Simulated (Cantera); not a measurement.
# Titanium nitride, carbide and oxide coatings: TiCl4 + H2O + H2

Charge: 1 mol TiCl4, 12 mol H2O, 4 mol H2, at 10000 Pa.

Method: chemical equilibrium by Gibbs-energy minimisation in Cantera with the NASA 1993 tables (ideal gas, pure condensed phases). Candidate condensed phases: H2O, Ti, TiCl2, TiCl3, TiCl4, TiO, TiO2, Ti2O3, Ti3O5, Ti4O7; 23 gas species. Condensed phases not in the tables: TiOCl. Gases not in the tables: TiO(OH)2. Rates play no part.

From 1025 K to 2075 K the condensed part is TiO2(rutile).

```json
[
 {"T (K)": "1025", "log p H2O": "-1.26", "log p HCl": "-1.65", "log p H2": "-1.65", "log p H": "-9.19", "log p Cl": "-9.22", "n TiO2(rutile)": "1.00"},
 {"T (K)": "1175", "log p H2O": "-1.26", "log p HCl": "-1.65", "log p H2": "-1.65", "log p H": "-7.74", "log p Cl": "-7.80", "n TiO2(rutile)": "1.00"},
 {"T (K)": "1325", "log p H2O": "-1.26", "log p HCl": "-1.65", "log p H2": "-1.65", "log p H": "-6.61", "log p Cl": "-6.69", "n TiO2(rutile)": "1.00"},
 {"T (K)": "1475", "log p H2O": "-1.26", "log p HCl": "-1.65", "log p H2": "-1.65", "log p H": "-5.71", "log p Cl": "-5.81", "n TiO2(rutile)": "1.00"},
 {"T (K)": "1625", "log p H2O": "-1.26", "log p HCl": "-1.65", "log p H2": "-1.65", "log p H": "-4.98", "log p Cl": "-5.08", "n TiO2(rutile)": "1.00"},
 {"T (K)": "1775", "log p H2O": "-1.26", "log p HCl": "-1.65", "log p H2": "-1.65", "log p H": "-4.37", "log p Cl": "-4.48", "n TiO2(rutile)": "1.000"},
 {"T (K)": "1925", "log p H2O": "-1.26", "log p HCl": "-1.66", "log p H2": "-1.65", "log p H": "-3.85", "log p Cl": "-3.97", "n TiO2(rutile)": "1.000"},
 {"T (K)": "2075", "log p H2O": "-1.26", "log p HCl": "-1.66", "log p H2": "-1.65", "log p H": "-3.40", "log p Cl": "-3.54", "n TiO2(rutile)": "1.000"}
]
```
log p: log10 of the partial pressure in bar; n: condensed amount in mol.
